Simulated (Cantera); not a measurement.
A closed system holds: 1 mol SiHCl3, 8.9 mol H2, held at 1625 K.

Cantera equilibrium calculation (NASA polynomials, part measured and part estimated; ideal gas, pure solids and liquids). Candidate condensed phases: Si; 19 gas species. The tables' values for SiCl3, SiCl are old estimates; treat these amounts as uncertain. Equilibrium is a limit: real reactors are often held back by kinetics, nucleation or transport.

x: gas mole fraction; n: condensed amount in mol.

```json
[
 {"P (Pa)": "100", "x H2": "0.796", "x HCl": "0.128", "x SiCl2": "0.0725", "x SiCl3": "0.000392", "x SiHCl3": "…", "x SiCl4": "4.92e-6", "x H": "0.00199", "n Si(s)": "0.201"},
 {"P (Pa)": "460", "x H2": "0.798", "x HCl": "0.128", "x SiCl2": "0.0721", "x SiCl3": "0.000834", "x SiHCl3": "…", "x SiCl4": "2.24e-5", "x H": "0.000929", "n Si(s)": "0.203"},
 {"P (Pa)": "2100", "x H2": "0.799", "x HCl": "0.127", "x SiCl2": "0.0710", "x SiCl3": "0.00174", "x SiHCl3": "…", "x SiCl4": "9.93e-5", "x H": "0.000435", "n Si(s)": "0.204"},
 {"P (Pa)": "9600", "x H2": "0.802", "x HCl": "0.125", "x SiCl2": "0.0685", "x SiCl3": "0.00353", "x SiHCl3": "…", "x SiCl4": "0.000422", "x H": "0.000204", "n Si(s)": "0.207"},
 {"P (Pa)": "44000", "x H2": "0.807", "x HCl": "0.120", "x SiCl2": "0.0626", "x SiCl3": "0.00659", "x SiHCl3": "…", "x SiCl4": "0.00161", "x H": "9.56e-5", "n Si(s)": "0.212"},
 {"P (Pa)": "200000", "x H2": "0.818", "x HCl": "0.109", "x SiCl2": "0.0508", "x SiCl3": "0.0103", "x SiHCl3": "…", "x SiCl4": "0.00483", "x H": "4.51e-5", "n Si(s)": "0.220"}
]
```

Some entries are withheld; supply them.


- 100, x SiHCl3: 4.76e-6
- 460, x SiHCl3: 2.17e-5
- 2100, x SiHCl3: 9.72e-5
- 9600, x SiHCl3: 0.000421
- 44000, x SiHCl3: 0.00169
- 200000, x SiHCl3: 0.00566
